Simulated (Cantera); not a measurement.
Charge: 1 mol Si, 0.62 mol HCl, 2.2 mol H₂, held at 0.133 bar.

Method: chemical equilibrium by Gibbs-energy minimisation in Cantera with the NASA 1993 tables (ideal gas, pure condensed phases). Candidate condensed phases: Si; 19 gas species. Rates play no part.

Over these rows the condensed part is Si(s). Partial pressures as log10 of bar:

```tsv
T (K)	1000/T (1/K)	log p SiCl₂	log p H₂	log p HCl	log p SiCl₄	log p SiHCl₃
1025	0.9756	-4.04	-0.91	-2.60	-2.28	-2.65
1100	0.9091	-3.52	-0.91	-2.37	-2.33	-2.70
1175	0.8511	?	-0.92	-2.18	-2.41	-2.78
1250	0.8000	-2.75	-0.93	-2.04	-2.56	-2.90
1325	0.7547	-2.50	-0.94	-1.94	-2.79	-3.08
1400	0.7143	-2.34	-0.95	-1.88	-3.12	-3.34
```

### Question
Fit log p(SiCl₂) = a + b·(1000/T) to the five rows, give the apparent enthalpy, and predict the row at 1175 K.

### Answer
Means: 1000/T = 0.8307, log p = -3.030. Sxy = -0.313957, Sxx = 0.0474100, so b = -6.62 and a = -3.030 − (-6.62)×0.8307 = 2.47.
Apparent enthalpy: −19.145 × (-6.62) = 127 kJ/mol. With the condensed phases at unit activity, 1/2 Si(s) + 1/2 SiCl₄(g) = SiCl₂(g) links this pressure to the main gases: over the six rows their terms move log p by -0.42 in all, so the slope isn't that reaction's ΔH° alone. The five rows lie within 0.08 of the line.
Prediction at 1175 K: 2.47 + (-6.62)×0.8511 = -3.16. The computed value is -3.09, 0.07 from the line.
